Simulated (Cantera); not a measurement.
## Ignition delay

Mixture: 30.1 % H2, 8.84 % O2, 61.1 % N2, equivalence ratio 1.7, at 1.09 atm, adiabatic and at constant pressure. Ignition delay is the time to a rise of 400 K.

Cantera simulation using the H2/O2 subset of GRI-Mech 3.0, which has no nitrogen chemistry; the numbers are that mechanism's predictions, not measurements. Where the delays flatten at high temperature, the 400 K rule measures the pace of heat release, not the induction time.

```tsv
T0 (K)	delay (ms)
1175	0.0774
1225	0.0598
1275	0.0484
1325	0.0408
1375	0.0357
1425	0.0322
1475	0.0298
1525	0.0283
```
